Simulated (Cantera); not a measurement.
A Cantera script and its output.

```python
import numpy as np
import cantera as ct

gas = ct.Solution("gri30.yaml")
gas.TPX = 1825, 500000, {'CH4': 1, 'H2O': 1.6, 'H2': 0.17, 'N2': 0.06}
reactor = ct.IdealGasConstPressureReactor(gas, energy="off", clone=False)
net = ct.ReactorNet([reactor])
net.rtol, net.atol = 1e-08, 1e-18
show = ['CH4', 'H2O', 'H2', 'C2H6', 'C2H4', 'CH3']
times = np.geomspace(9e-05, 4, 12)

steps = ct.SolutionArray(gas, extra=["t"])
rows = []
print(f"{'t/s':>10s}{'T/K':>9s}{'P/Pa':>11s}" + "".join(f"{s:>11s}" for s in show))
for t in times:
    while net.time < t:
        t_next = net.step()
        steps.append(gas.state, t=t_next)
    rows.append([np.interp(t, steps.t, y) for y in (steps.T, steps.P, *steps(*show).X.T)])
    print(f"{t:10.3e}{rows[-1][0]:9.1f}{rows[-1][1]:11.4g}" + "".join(f"{x:11.3e}" for x in rows[-1][2:]))
rate = np.gradient(steps.T, steps.t)
print("integrator steps:", len(steps.t))
if steps.T.max() > steps.T[0] + 200:
    print(f"time of steepest temperature rise: {steps.t[rate.argmax()]:.4e} s")
gas.TPX = 1825, 500000, {'CH4': 1, 'H2O': 1.6, 'H2': 0.17, 'N2': 0.06}
gas.equilibrate("TP")
print(f"equilibrium (TP): T = {gas.T:.1f} K  " + "  ".join(f"{s} {gas[s].X[0]:.3e}" for s in show))
```

Output:

```
       t/s      T/K       P/Pa        CH4        H2O         H2       C2H6       C2H4        CH3
 9.000e-05   1825.0      5e+05  2.941e-01  5.467e-01  1.132e-01  2.169e-03  1.149e-02  2.159e-03
 2.381e-04   1825.0      5e+05  2.308e-01  5.166e-01  1.847e-01  1.092e-03  9.376e-03  1.565e-03
 6.299e-04   1825.0      5e+05  1.557e-01  4.783e-01  2.717e-01  4.220e-04  4.880e-03  9.955e-04
 1.667e-03   1825.0      5e+05  9.035e-02  4.392e-01  3.510e-01  1.311e-04  3.873e-03  5.635e-04
 4.409e-03   1825.0      5e+05  5.083e-02  3.958e-01  4.141e-01  4.165e-05  3.899e-03  3.136e-04
 1.167e-02   1825.0      5e+05  3.626e-02  3.378e-01  4.699e-01  2.111e-05  3.542e-03  2.146e-04
 3.086e-02   1825.0      5e+05  2.964e-02  2.644e-01  5.310e-01  1.306e-05  2.567e-03  1.637e-04
 8.165e-02   1825.0      5e+05  2.125e-02  1.933e-01  5.910e-01  6.296e-06  1.336e-03  1.105e-04
 2.160e-01   1825.0      5e+05  1.166e-02  1.437e-01  6.353e-01  1.821e-06  3.986e-04  5.829e-05
 5.715e-01   1825.0      5e+05  3.629e-03  1.210e-01  6.581e-01  1.727e-07  3.781e-05  1.781e-05
 1.512e+00   1825.0      5e+05  2.809e-04  1.158e-01  6.645e-01  1.026e-09  2.228e-07  1.372e-06
 4.000e+00   1825.0      5e+05  2.411e-06  1.154e-01  6.650e-01  8.415e-14  2.217e-11  1.179e-08
integrator steps: 2198
equilibrium (TP): T = 1825.0 K  CH4 2.215e-06  H2O 1.154e-01  H2 6.650e-01  C2H6 7.119e-14  C2H4 1.883e-11  CH3 1.083e-08
```

Computed with Cantera and GRI-Mech 3.0 (53 species, 325 reactions).
